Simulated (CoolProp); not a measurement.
The numbers come from the reference Helmholtz-energy equation of state, Lemmon 2005 in CoolProp.

**Question.** Give the vapour pressure (kPa), vapour density (kg/m³), liquid cp (kJ/(kg K)), surface tension (mN/m) of saturated R125 at 0.25, 12.05 °C.

**Answer.** 
| T (°C) | p (kPa) | vapour density (kg/m³) | liquid cp (kJ/(kg K)) | surface tension (mN/m) |
|---|---|---|---|---|
| 0.25 | 676 | 42.4 | 1.26 | 6.90 |
| 12.05 | 965 | 61.3 | 1.31 | 5.41 |

Surface tension comes from a separate correlation (Mulero 2012).
